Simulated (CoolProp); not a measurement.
R143a along the isotherm 353.6 K: fugacity coefficient from the reference equation and from simpler models built on Tc = 345.9 K, pc = 3.762 MPa, ω = 0.261; each cubic takes its own stable root.

Model: reference Helmholtz-energy equation of state, Lemmon and Jacobsen 2000, in CoolProp.

| p (MPa) | phase | reference | van der Waals | Redlich-Kwong | Soave-Redlich-Kwong | Peng-Robinson |
|---|---|---|---|---|---|---|
| 0.564 | gas | 0.9491 | 0.9580 | 0.9525 | 0.9530 | 0.9477 |
| 1.13 | gas | 0.8992 | 0.9160 | 0.9057 | 0.9067 | 0.8967 |
| 1.69 | gas | 0.8508 | 0.8746 | 0.8600 | 0.8616 | 0.8475 |
| 2.26 | gas | 0.8023 | 0.8322 | 0.8140 | 0.8161 | 0.7986 |
| 2.82 | gas | 0.7552 | 0.7901 | 0.7689 | 0.7716 | 0.7513 |
| 3.39 | gas | 0.7073 | 0.7460 | 0.7226 | 0.7260 | 0.7036 |
| 3.95 | supercritical | 0.6591 | 0.6993 | 0.6752 | 0.6798 | 0.6559 |
| 4.51 | supercritical | 0.6060 | 0.6438 | 0.6221 | 0.6291 | 0.6050 |
| 5.08 | supercritical | 0.5536 | 0.5948 | 0.5724 | 0.5799 | 0.5560 |
| 5.64 | supercritical | 0.5112 | 0.5557 | 0.5322 | 0.5396 | 0.5159 |
